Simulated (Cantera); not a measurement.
Feed: 1 mol Si₃H₈, 49 mol H₂, 0.72 mol Cl₂, held at 1125 °C and 53.3 Torr.

These are equilibrium values from Cantera (NASA tables, ideal gas, pure condensed phases), not measurements of a reactor. Candidate condensed phases: Si; 19 gas species. The feed counts by its element totals alone. The tables' values for SiCl₃ are old estimates; treat these amounts as uncertain. Kinetics and transport are ignored.

Base state: H₂ 0.975, HCl 0.0233, SiCl₂ 0.00164, SiCl₃ 5.18e-5, SiHCl₃ 2.06e-5, H 1.76e-5 (mole fractions); condensed: Si(s).

### Question
What changes in the equilibrium state with this change: Si₃H₈ replaced by SiHCl₃?

### Answer
```
species      before     after
----------  -------  --------
H₂            0.975     0.929
HCl          0.0233    0.0588
SiCl₂       0.00164    0.0110
SiCl₄       7.00e-6  0.000316
SiCl₃       5.18e-5  0.000901
SiHCl₃      2.06e-5  0.000350
SiH₂Cl₂     9.12e-6   5.83e-5
H           1.76e-5   1.71e-5
Si(s), mol     2.91     0.348
```
